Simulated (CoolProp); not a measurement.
n-pentane at 298.15 K and 3.73 MPa flows at 0.37 m/s in a round tube of 6 mm bore and 45 µm roughness, fully developed (64/Re and Nu = 3.66 if laminar; Colebrook and Gnielinski if turbulent). Each further row changes one setting.

The numbers come from the reference Helmholtz-energy equation of state, Thol 2019 in CoolProp.

```csv
case,Reynolds number,Darcy friction factor,pressure drop (Pa/m),heat-transfer coefficient (W/(m² K)),mass flow (kg/h)
as stated,7340,0.0422,302,1040,23.6
velocity 0.74 m/s,14700,0.0388,1110,2120,47.1
diameter 12 mm,14700,0.0340,121,962,94.3
```

Viscosity comes from a separate model (Quiñones-Cisneros 2006), older than the equation that it now runs on, and unchecked against measurements. Thermal conductivity comes from a separate model (Vassiliou 2015).
